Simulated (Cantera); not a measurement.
Input (Python, Cantera) and output of one run.

```python
import numpy as np
import cantera as ct

gas_names = """
    AL ALCL ALCL2 ALCL3 ALH ALO ALOCL ALOH ALO2 ALO2H AL2 AL2CL6 AL2O AL2O2 CL CLO CL2 H HALO HCL HOCL
    HO2 H2 H2O H2O2 O OH O2 O3
""".split()
cond_names = """
    AL(cr) AL(L) ALCL3(s) ALCL3(L) AL2O3(a) AL2O3(L) H2O(s) H2O(L)
""".split()


# ... load() reads the species with a 1 bar reference pressure and builds the phases ...
atoms = {
    'Al2O3': {'AL': 2, 'O': 3},
    'HCl': {'H': 1, 'CL': 1},
}
top_T = {}  # K; cautious upper limits of use, not melting points


# ... equilibrate(T, P, feed) seeds the gas with the atoms and calls Mixture.equilibrate('TP', solver="vcs", rtol=1e-11, max_steps=5000) ...
results = []
feed = {'Al2O3': 1, 'HCl': 0.014}  # mol
T = 1700  # K
for P in [1000, 4000, 16000, 63000, 250000, 1000000]:
    mix = equilibrate(T, P, feed)
    results.append((T, P, feed, dict(zip(mix.species_names, mix.species_moles))))
    x = sorted(zip(gas.X, gas.species_names), reverse=True)
    print(f"T = {T:g} K  P = {P:g} Pa  gas = {mix.phase_moles(0):.4g} mol")
    print("   x: " + "  ".join(f"{s} {v:.3e}" for v, s in x if v > 0.0001))
    print("   condensed (mol): " + ("  ".join(f"{mix.phase(i).name} {mix.phase_moles(i):.4g}"
          for i in range(1, mix.n_phases) if mix.phase_moles(i) > 1e-12) or "none"))
```

Output:

```
T = 1700 K  P = 1000 Pa  gas = 0.01408 mol
   x: HCL 9.721e-01  CL 1.356e-02  H2 6.749e-03  H2O 4.437e-03  ALCL3 2.922e-03  H 1.211e-04
   condensed (mol): AL2O3(a) 1
T = 1700 K  P = 4000 Pa  gas = 0.01403 mol
   x: HCL 9.772e-01  CL 8.526e-03  H2O 5.873e-03  H2 4.310e-03  ALCL3 3.898e-03
   condensed (mol): AL2O3(a) 1
T = 1700 K  P = 16000 Pa  gas = 0.014 mol
   x: HCL 9.788e-01  H2O 7.756e-03  CL 5.325e-03  ALCL3 5.162e-03  H2 2.772e-03  CL2 1.229e-04
   condensed (mol): AL2O3(a) 1
T = 1700 K  P = 63000 Pa  gas = 0.01398 mol
   x: HCL 9.777e-01  H2O 1.018e-02  ALCL3 6.785e-03  CL 3.299e-03  H2 1.830e-03  CL2 1.858e-04
   condensed (mol): AL2O3(a) 1
T = 1700 K  P = 250000 Pa  gas = 0.01395 mol
   x: HCL 9.742e-01  H2O 1.336e-02  ALCL3 8.903e-03  CL 1.988e-03  H2 1.260e-03  CL2 2.679e-04
   condensed (mol): AL2O3(a) 0.9999
T = 1700 K  P = 1e+06 Pa  gas = 0.01393 mol
   x: HCL 9.684e-01  H2O 1.750e-02  ALCL3 1.166e-02  CL 1.149e-03  H2 9.318e-04  CL2 3.579e-04
   condensed (mol): AL2O3(a) 0.9999
```

Cantera equilibrium calculation (NASA polynomials, part measured and part estimated; ideal gas, pure solids and liquids). The tables' values for AlCl2 are old estimates; treat these amounts as uncertain. Gases not in the tables: Al(OH)3.
